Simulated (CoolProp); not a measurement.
Vapour-liquid equilibrium of carbonyl sulfide (1) + propane (2) at 249.9 K; x and y are mole fractions of (1).

The numbers come from the multi-fluid Helmholtz-energy mixture model, Lemmon 2006 and Lemmon 2009; pair parameters Bell 2016 in CoolProp.

```csv
x,"bubble pressure, mixture model (MPa)","bubble pressure, Raoult's law (MPa)","y, mixture model","y, Raoult's law"
0.05,?,0.2215,?,0.069
0.2,0.2394,0.2345,0.263,0.259
0.35,0.2526,0.2476,0.423,0.430
0.5,0.2644,0.2606,0.569,0.583
0.65,?,0.2736,?,0.722
0.8,0.2873,0.2867,0.840,0.848
0.95,0.2997,0.2997,0.962,0.964
```

Complete the blanks.


- 0.05, bubble pressure, mixture model (MPa): 0.2235
- 0.05, y, mixture model: 0.074
- 0.65, bubble pressure, mixture model (MPa): 0.2757
- 0.65, y, mixture model: 0.708

The largest gap from Raoult's law is +2.1 % in bubble pressure, at x = 0.2. No azeotrope shows between x = 0.05 and 0.95.

The pair parameters rest on a limited set of measurements; away from them the model extrapolates.
